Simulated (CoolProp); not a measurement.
Values from CoolProp's reference Helmholtz-energy equation of state, Thol 2012.

Q: Give the vapour pressure (MPa), liquid density (kg/m³), liquid cp (kJ/(kg K)) of saturated benzene at 20.55, 43.05 °C.

A: 
| T (°C) | p (MPa) | liquid density (kg/m³) | liquid cp (kJ/(kg K)) |
|---|---|---|---|
| 20.55 | 0.0103 | 878 | 1.72 |
| 43.05 | 0.0276 | 854 | 1.79 |
